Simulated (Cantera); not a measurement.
## Stirred combustor or abatement burner

A perfectly stirred reactor is fed with 27.2 % CO, 1.47 % H2, 14.3 % O2, 53.8 % N2, 3.26 % H2O, equivalence ratio 1.0, at 0.424 atm; it is adiabatic with a 350 K inlet, and is followed from long to short residence time, starting on the burning branch (τ in s: 0.025, 0.014, 0.0079, 0.0044, 0.0025, 0.0014, 0.00078, 0.00044, 0.00025, 0.00014, 7.7e-05).

Detailed kinetics in Cantera: GRI-Mech 3.0 (53 species, 325 reactions).

```csv
τ (s),T (K),x CO,x H2,x O2,x N2O,x O,x OH
0.025,2081,0.0684,0.00270,0.0324,9.67e-8,0.00442,0.00569
0.014,2006,0.0758,0.00315,0.0360,9.01e-8,0.00588,0.00598
0.0079,1925,0.0829,0.00363,0.0394,8.38e-8,0.00764,0.00611
0.0044,1837,0.0897,0.00412,0.0426,7.75e-8,0.00975,0.00604
0.0025,1745,0.0959,0.00455,0.0457,7.18e-8,0.0120,0.00574
0.0014,1644,0.102,0.00485,0.0490,6.65e-8,0.0144,0.00518
0.00078,1529,0.111,0.00486,0.0537,6.27e-8,0.0162,0.00430
0.00044,1374,0.133,0.00425,0.0653,6.27e-8,0.0153,0.00289
0.00025,350,0.272,0.0147,0.143,<1e-12,<1e-12,<1e-12
0.00014,350,0.272,0.0147,0.143,<1e-12,<1e-12,<1e-12
7.7e-5,350,0.272,0.0147,0.143,<1e-12,<1e-12,<1e-12
```
x: mole fraction; the columns are a selection and need not sum to one.
